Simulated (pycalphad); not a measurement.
Effect of Fe content in Al-Si-Fe

Source of the numbers: pycalphad with the COST 507 light-alloy database (1999); pressure 1 atm. These are 1990s assessments: newer ones move some temperatures and phases. Phase fractions are per mole of atoms.

Question: One of these alloys has its liquidus at 611 °C, its solidus at 576 °C, and holds LIQUID 1.00 at 617 °C. Which?
(A) Al-7.347Si-4.041Fe (wt.%)
(B) Al-7.424Si-2.042Fe (wt.%)
(C) Al-7.444Si-1.535Fe (wt.%)
(D) Al-7.464Si-1.026Fe (wt.%)

Answer: D, Al-7.464Si-1.026Fe (wt.%). The others: Al-7.444Si-1.535Fe (wt.%), liquidus 623, solidus 576; Al-7.424Si-2.042Fe (wt.%), liquidus 639, solidus 576; Al-7.347Si-4.041Fe (wt.%), liquidus 694, solidus 576
